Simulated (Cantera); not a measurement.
## Ignition delay

Mixture: 5.93 % CO, 0.184 % H₂, 6.52 % CH₄, 17.9 % O₂, 67.0 % N₂, 2.49 % H₂O, equivalence ratio 0.90, at 1100000 Pa, adiabatic and at constant pressure. Ignition delay is the time to a rise of 400 K.

Detailed kinetics in Cantera: GRI-Mech 3.0 (53 species, 325 reactions).

| T0 (K) | delay (ms) |
|---|---|
| 1125 | 13.6 |
| 1225 | 3.47 |
| 1325 | 1.03 |
| 1425 | 0.347 |
| 1525 | 0.129 |
| 1625 | 0.0528 |
| 1725 | 0.0239 |

The apparent activation energy between 1525 and 1725 K is 180 kJ/mol.
